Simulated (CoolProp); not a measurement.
Vapour-liquid equilibrium of R143a (1) + R1234yf (2) at 319.3 K; x and y are mole fractions of (1).

Values from CoolProp's multi-fluid Helmholtz-energy mixture model, Lemmon and Jacobsen 2000 and Lemmon 2022; pair parameters Bell 2016.

```json
[
 {"x": "0.05", "bubble pressure, mixture model (kPa)": "1235", "bubble pressure, Raoult's law (kPa)": "1233", "y, mixture model": "0.075", "y, Raoult's law": "0.086"},
 {"x": "0.125", "bubble pressure, mixture model (kPa)": "1305", "bubble pressure, Raoult's law (kPa)": "1303", "y, mixture model": "0.179", "y, Raoult's law": "0.203"},
 {"x": "0.2", "bubble pressure, mixture model (kPa)": "1375", "bubble pressure, Raoult's law (kPa)": "1372", "y, mixture model": "0.274", "y, Raoult's law": "0.308"},
 {"x": "0.275", "bubble pressure, mixture model (kPa)": "1444", "bubble pressure, Raoult's law (kPa)": "1442", "y, mixture model": "0.361", "y, Raoult's law": "0.403"},
 {"x": "0.35", "bubble pressure, mixture model (kPa)": "1513", "bubble pressure, Raoult's law (kPa)": "1511", "y, mixture model": "0.441", "y, Raoult's law": "0.490"},
 {"x": "0.425", "bubble pressure, mixture model (kPa)": "1581", "bubble pressure, Raoult's law (kPa)": "1581", "y, mixture model": "0.517", "y, Raoult's law": "0.568"},
 {"x": "0.5", "bubble pressure, mixture model (kPa)": "1649", "bubble pressure, Raoult's law (kPa)": "1650", "y, mixture model": "0.589", "y, Raoult's law": "0.640"},
 {"x": "0.575", "bubble pressure, mixture model (kPa)": "1718", "bubble pressure, Raoult's law (kPa)": "1720", "y, mixture model": "0.657", "y, Raoult's law": "0.707"},
 {"x": "0.65", "bubble pressure, mixture model (kPa)": "1786", "bubble pressure, Raoult's law (kPa)": "1790", "y, mixture model": "0.722", "y, Raoult's law": "0.768"},
 {"x": "0.725", "bubble pressure, mixture model (kPa)": "1855", "bubble pressure, Raoult's law (kPa)": "1859", "y, mixture model": "0.785", "y, Raoult's law": "0.824"},
 {"x": "0.8", "bubble pressure, mixture model (kPa)": "1925", "bubble pressure, Raoult's law (kPa)": "1929", "y, mixture model": "0.845", "y, Raoult's law": "0.877"},
 {"x": "0.875", "bubble pressure, mixture model (kPa)": "1995", "bubble pressure, Raoult's law (kPa)": "1998", "y, mixture model": "0.904", "y, Raoult's law": "0.926"},
 {"x": "0.95", "bubble pressure, mixture model (kPa)": "2066", "bubble pressure, Raoult's law (kPa)": "2068", "y, mixture model": "0.962", "y, Raoult's law": "0.971"}
]
```

The largest gap from Raoult's law is +0.2 % in bubble pressure, at x = 0.2. No azeotrope shows between x = 0.05 and 0.95.

Pair parameters are fitted to limited data, so mixtures are less certain than the pure fluids.
